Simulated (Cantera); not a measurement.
Input: 1 mol Si, 3.5 mol Cl₂, equilibrated at 1350 K and 3.60 mbar.

Cantera equilibrium calculation (NASA polynomials, part measured and part estimated; ideal gas, pure solids and liquids). Candidate condensed phases: Si; 9 gas species. The tables' values for SiCl₃ are old estimates; treat these amounts as uncertain. Equilibrium is a limit: real reactors are often held back by kinetics, nucleation or transport.

Base state: Cl₂ 0.433, SiCl₄ 0.358, Cl 0.209, SiCl₃ 2.59e-5 (mole fractions); condensed: gas only.

**Question.** What changes in the equilibrium state with this change: temperature from 1350 K to 1073.15 K?

**Answer.** 
| species | before | after |
|---|---|---|
| Cl₂ | 0.433 | 0.589 |
| SiCl₄ | 0.358 | 0.397 |
| Cl | 0.209 | 0.0138 |
| SiCl₃ | 2.59e-5 | 5.21e-8 |

**Question.** What changes in the equilibrium state with this change: temperature from 1350 K to 773.15 K?

**Answer.** 
```csv
species,before,after
Cl₂,0.433,0.600
SiCl₄,0.358,0.400
Cl,0.209,6.33e-5
SiCl₃,2.59e-5,<1e-9
```

**Question.** What changes in the equilibrium state with this change: temperature from 1350 K to 575 K?

**Answer.** 
```json
[
 {"species": "Cl₂", "before": "0.433", "after": "0.600"},
 {"species": "SiCl₄", "before": "0.358", "after": "0.400"},
 {"species": "Cl", "before": "0.209", "after": "8.67e-8"},
 {"species": "SiCl₃", "before": "2.59e-5", "after": "<1e-9"}
]
```
